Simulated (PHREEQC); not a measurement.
Model water analysis in mg/L, 34 °C, pH 6.52, pe 10.3: Na 0.0326; K 4.65e-05; Ca 0.0301; Mg 0.0036; Cl 0.00872; S(6) as SO4 0.0221; Alkalinity as HCO3 0.149; Cu(2) 0.00565; B 1.93e-05.

Valence states are taken as typed.

Model: ion-association model, phreeqc.dat, run in PHREEQC.

No solid was allowed to form.

Problem. What charge-balance error does the model give?

Solution. charge-balance error 3.5 %.

Problem. In which forms is C present?

Solution. HCO3- 62 %, CO2 38 % of the C.

The database's constant for dissolved Cu(OH)2 is higher than later reviews accept.
